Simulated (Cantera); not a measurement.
Cantera run, input and output.

```python
import numpy as np
import cantera as ct

gas = ct.Solution("gri30.yaml")
gas.TPX = 350, 990000, {'C3H8': 1, 'O2': 5.62, 'N2': 21.1, 'CO2': 5.7}
flame = ct.FreeFlame(gas, width=0.008)
flame.set_refine_criteria(ratio=3, slope=0.08, curve=0.16)
flame.transport_model = "mixture-averaged"
flame.solve(loglevel=0, auto=True)
z, T = flame.grid, flame.T
thick = (T[-1] - T[0]) / np.gradient(T, z).max()
show = ['C3H8', 'O2', 'CO2', 'NO', 'OH', 'N2O']
print(f"laminar burning velocity  {flame.velocity[0] * 100:.3f} cm/s")
print(f"burnt temperature         {T[-1]:.1f} K")
print(f"thermal thickness         {thick * 1e3:.4f} mm")
print(f"grid points               {len(z)}")
z0 = z[flame.heat_release_rate.argmax()]
print(f"{'z/mm':>9s}{'T/K':>9s}{'u/(m/s)':>9s}" + "".join(f"{s:>11s}" for s in show))
rows = []
for k in (-3, -2, -1.5, -1, -0.5, -0.25, 0, 0.25, 0.5, 1, 2, 4, 8):
    zz = z0 + k * thick
    rows.append([k * thick, np.interp(zz, z, T), np.interp(zz, z, flame.velocity),
                 *(np.interp(zz, z, flame.X[gas.species_index(s)]) for s in show)])
    print(f"{rows[-1][0] * 1e3:9.3f}{rows[-1][1]:9.1f}{rows[-1][2]:9.3f}" + "".join(f"{x:11.3e}" for x in rows[-1][3:]))
```

Result:

```
laminar burning velocity  7.563 cm/s
burnt temperature         1859.7 K
thermal thickness         0.1626 mm
grid points               124
     z/mm      T/K  u/(m/s)       C3H8         O2        CO2         NO         OH        N2O
   -0.488    350.8    0.076  2.991e-02  1.680e-01  1.705e-01  1.514e-11  4.280e-15  7.375e-11
   -0.325    356.9    0.077  2.989e-02  1.673e-01  1.704e-01  1.476e-10  5.752e-13  9.724e-10
   -0.244    380.5    0.082  2.977e-02  1.646e-01  1.704e-01  8.359e-10  2.141e-11  5.964e-09
   -0.163    498.5    0.109  2.868e-02  1.523e-01  1.714e-01  9.737e-09  1.276e-09  4.276e-08
   -0.081    897.7    0.199  2.005e-02  1.111e-01  1.806e-01  2.374e-07  1.889e-07  2.326e-07
   -0.041   1232.2    0.277  8.397e-03  7.587e-02  1.934e-01  9.514e-07  6.668e-06  4.436e-07
    0.000   1579.9    0.357  1.197e-04  4.003e-02  2.141e-01  2.123e-06  3.658e-04  7.648e-07
    0.041   1732.3    0.389  2.082e-09  2.615e-02  2.329e-01  3.322e-06  1.201e-03  1.138e-06
    0.081   1788.3    0.400  4.148e-14  2.202e-02  2.417e-01  4.024e-06  1.192e-03  1.303e-06
    0.163   1829.5    0.408  1.963e-21  1.925e-02  2.479e-01  4.606e-06  8.902e-04  1.222e-06
    0.325   1850.4    0.412  8.304e-31  1.792e-02  2.510e-01  4.969e-06  5.757e-04  7.582e-07
    0.651   1857.8    0.414  2.001e-37  1.749e-02  2.521e-01  5.191e-06  3.850e-04  3.315e-07
    1.301   1859.5    0.414  3.930e-38  1.740e-02  2.523e-01  5.421e-06  3.262e-04  2.127e-07
```

Model: GRI-Mech 3.0 (53 species, 325 reactions), integrated in Cantera. GRI-Mech 3.0 was tuned for natural gas; its chemistry of propane as a main component is partial and can be far from experiment. Burning velocities carry a grid error of a few per cent, more on coarse grids.
